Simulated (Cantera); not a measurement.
An adiabatic, constant-pressure homogeneous reactor starts with 49.2 % H₂, 10.7 % O₂, 40.2 % N₂, equivalence ratio 2.3, at 1100 K and 3750 Torr.

Model: GRI-Mech 3.0 (53 species, 325 reactions), integrated in Cantera. The hydrogen kinetics of GRI-Mech 3.0 are dated; newer H2 mechanisms differ, most at raised pressure.

x: mole fraction; the columns are a selection and need not sum to one.

| t (s) | T (K) | x H₂ | x O₂ | x H₂O₂ | x N₂O | x H |
|---|---|---|---|---|---|---|
| 1.00e-6 | 1100 | 0.492 | 0.107 | 9.67e-12 | <1e-12 | 1.58e-9 |
| 3.03e-6 | 1100 | 0.492 | 0.107 | 1.27e-10 | <1e-12 | 3.15e-9 |
| 9.20e-6 | 1100 | 0.492 | 0.107 | ___ | <1e-12 | 4.43e-9 |
| 2.79e-5 | 1100 | 0.492 | 0.107 | ___ | <1e-12 | 6.68e-9 |
| 8.47e-5 | 1100 | 0.492 | 0.107 | ___ | <1e-12 | 2.08e-8 |
| 0.000257 | 1100 | 0.492 | 0.107 | ___ | 1.13e-11 | 4.85e-7 |
| 0.000779 | 2582 | 0.306 | 9.22e-6 | 1.34e-8 | 9.95e-9 | 0.00891 |
| 0.00236 | 2582 | 0.306 | 9.18e-6 | 1.34e-8 | 1.10e-8 | 0.00889 |
| 0.00717 | 2582 | 0.306 | 9.15e-6 | 1.33e-8 | 1.23e-8 | 0.00888 |
| 0.0217 | 2582 | 0.306 | 9.15e-6 | 1.33e-8 | 1.24e-8 | 0.00888 |
| 0.0659 | 2582 | 0.306 | 9.15e-6 | 1.33e-8 | 1.24e-8 | 0.00888 |
| 0.200 | 2582 | 0.306 | 9.15e-6 | 1.33e-8 | 1.24e-8 | 0.00888 |

**Question.** Some entries are withheld; supply them.

**Answer.** 
- 9.20e-6, x H₂O₂: 1.67e-9
- 2.79e-5, x H₂O₂: 1.94e-8
- 8.47e-5, x H₂O₂: 2.44e-7
- 0.000257, x H₂O₂: 1.05e-5
